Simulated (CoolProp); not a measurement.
R507A along the isotherm 226.85 °C: fugacity coefficient from the reference equation and from simpler models built on Tc = 70.6 °C, pc = 3705 kPa, ω = 0.286; each cubic takes its own stable root.

Values from CoolProp's reference Helmholtz-energy equation of state, Lemmon 2003. It is a pseudo-pure fit of the blend.

```
p (kPa)          phase  reference
-------  -------------  ---------
58.6               gas     0.9986
104                gas     0.9975
185                gas     0.9956
329                gas     0.9921
586                gas     0.9860
1040               gas     0.9754
1850               gas     0.9568
3290               gas     0.9251
5860     supercritical     0.8732
10400    supercritical     0.7974
18500    supercritical     0.7142
```

Question: How far does each simpler model (van der Waals, Redlich-Kwong, Soave-Redlich-Kwong, Peng-Robinson) lie from the reference over these 11 states: mean and median of the absolute difference, and the worst?

Answer: 
- van der Waals: mean 2.8 %, median 0.7 %, worst -11.3 % at 226.85 °C and 18500 kPa
- Redlich-Kwong: mean 1.6 %, median 0.5 %, worst -6.3 % at 226.85 °C and 18500 kPa
- Soave-Redlich-Kwong: mean 2.1 %, median 0.5 %, worst +11.1 % at 226.85 °C and 18500 kPa
- Peng-Robinson: mean 0.4 %, median 0.2 %, worst +2.3 % at 226.85 °C and 18500 kPa
